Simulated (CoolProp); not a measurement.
n-perfluorohexane at several states: fugacity coefficient from the reference equation and from simpler models built on Tc = 448.0 K, pc = 1.742 MPa, ω = 0.497; each cubic takes its own stable root.

Model: reference Helmholtz-energy equation of state, Gao 2022, in CoolProp.

```json
[
 {"T (K)": "284.7", "p (MPa)": "2.89", "phase": "liquid", "reference": "0.006814"},
 {"T (K)": "256.5", "p (MPa)": "0.143", "phase": "liquid", "reference": "0.02271"},
 {"T (K)": "404.2", "p (MPa)": "0.5", "phase": "gas", "reference": "0.8566"},
 {"T (K)": "300", "p (MPa)": "0.0469", "phase": "liquid", "reference": "0.6630"}
]
```

How far does each simpler model (Redlich-Kwong, Peng-Robinson) lie from the reference over these 4 states: mean and median of the absolute difference, and the worst?


- Redlich-Kwong: mean 228.9 %, median 179.1 %, worst +555.7 % at 256.5 K and 0.143 MPa
- Peng-Robinson: mean 3.5 %, median 2.6 %, worst +7.9 % at 256.5 K and 0.143 MPa

At some of these states Redlich-Kwong gives the other phase, because its saturation line lies elsewhere.
